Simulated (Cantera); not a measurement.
Charge: 1 mol Cu, 0.026 mol H₂O, 180 mol H₂, at 1648 K and 0.133 bar.

Cantera equilibrium calculation (NASA polynomials, part measured and part estimated; ideal gas, pure solids and liquids). Candidate condensed phases: Cu, CuO, Cu(OH)₂, Cu₂O, H₂O; 12 gas species. The numbers say what is thermodynamically allowed, not how fast it happens.

Base state: H₂ 0.999, Cu 0.000592, H 0.000244, H₂O 0.000144 (mole fractions); condensed: Cu(l).

**Question.** What changes in the equilibrium state with this change: Cu replaced by Ti?

**Answer.** 
```tsv
species	before	after
H₂	0.999	1.000
H	0.000244	0.000244
H₂O	0.000144	4.26e-8
Cu	0.000592	0
Cu(l), mol	0.893	0
Ti(β), mol	0	0.974
TiO(s), mol	0	0.0260
```
Mutual solubility and eutectic melting of coexisting phases are not modelled. TiO: taken at fixed stoichiometry. Condensed phases not in the tables: N, O or C dissolved in the metal. Further candidate phases: Ti, TiO, TiO₂, Ti₂O₃, Ti₃O₅, Ti₄O₇.
